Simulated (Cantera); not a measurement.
A perfectly stirred reactor is fed with CO : H2 : O2 : N2 = 1 : 0.13 : 0.565 : 2.12 (molar parts), at 9000 Torr; it is adiabatic with a 550 K inlet, and is followed from long to short residence time, starting on the burning branch (τ in s: 0.085, 0.036, 0.015, 0.0062, 0.0026, 0.0011, 0.00046, 0.00019, 8e-05, 3.3e-05).

Cantera simulation using GRI-Mech 3.0 (53 species, 325 reactions); the numbers are that mechanism's predictions, not measurements. The hydrogen kinetics of GRI-Mech 3.0 are dated; newer H2 mechanisms differ, most at raised pressure. The pressure lies above the range GRI-Mech 3.0 was tuned for (to about 10 atm).

Question: What does this change do: inlet temperature 550 to 350 K?

Answer: 
```
quantity                                                                          before                                   after
------------------------------------------------  --------------------------------------  --------------------------------------
blow-out, bracketed by the residence times tried  burning at 33.0 µs, the shortest tried  burning at 33.0 µs, the shortest tried
x(CO) at τ = 85.0 ms                                                              0.0364                                  0.0277
x(H2) at τ = 85.0 ms                                                            0.000786                                0.000611
x(O2) at τ = 85.0 ms                                                              0.0145                                  0.0111
x(NO) at τ = 85.0 ms                                                             0.00613                                 0.00453
x(CO2) at τ = 85.0 ms                                                              0.265                                   0.275
x(CO) at τ = 1.10 ms                                                              0.0448                                  0.0397
x(H2) at τ = 1.10 ms                                                            0.000981                                0.000899
x(O2) at τ = 1.10 ms                                                              0.0201                                  0.0184
x(NO) at τ = 1.10 ms                                                             0.00269                                 0.00139
x(CO2) at τ = 1.10 ms                                                              0.255                                   0.261
```
